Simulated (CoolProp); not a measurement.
Properties of n-undecane along the isobar 0.704 MPa (Tc = 638.8 K, pc = 1.990 MPa, ω = 0.539).

Computed with CoolProp (reference Helmholtz-energy equation of state, Aleksandrov 2011). It is a short technical equation, of lower accuracy than the large ones.

| T (K) | phase | Z | fugacity coefficient |
|---|---|---|---|
| 471.8 | liquid | 0.04689 | ___ |
| 490.3 | liquid | ___ | ___ |
| 508.8 | liquid | 0.04624 | 0.3195 |
| 527.4 | liquid | 0.04625 | 0.4409 |
| 545.9 | liquid | ___ | ___ |
| 564.4 | liquid | 0.04733 | ___ |
| 582.9 | gas | 0.7687 | 0.8114 |
| 601.5 | gas | 0.8024 | ___ |
| 620 | gas | 0.8286 | ___ |

**Question.** Some entries are withheld; supply them.

**Answer.** 
- 471.8, fugacity coefficient: 0.1498
- 490.3, Z: 0.04646
- 490.3, fugacity coefficient: 0.2234
- 545.9, Z: 0.04657
- 545.9, fugacity coefficient: 0.5872
- 564.4, fugacity coefficient: 0.7583
- 601.5, fugacity coefficient: 0.8327
- 620, fugacity coefficient: 0.8508
